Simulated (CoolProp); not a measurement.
Values from CoolProp's reference Helmholtz-energy equation of state, Span 1996.

Problem. Give the vapour pressure (MPa), vapour Z, surface tension (mN/m), liquid viscosity (µPa s) of saturated carbon dioxide at 237.6, 264.4 K.

Solution. 
| T (K) | p (MPa) | vapour Z | surface tension (mN/m) | liquid viscosity (µPa s) |
|---|---|---|---|---|
| 237.6 | 1.18 | 0.858 | 11.7 | 179 |
| 264.4 | 2.74 | 0.742 | 6.12 | 116 |

Viscosity comes from a separate model (Laesecke 2017). Surface tension comes from a separate correlation (Mulero 2012).
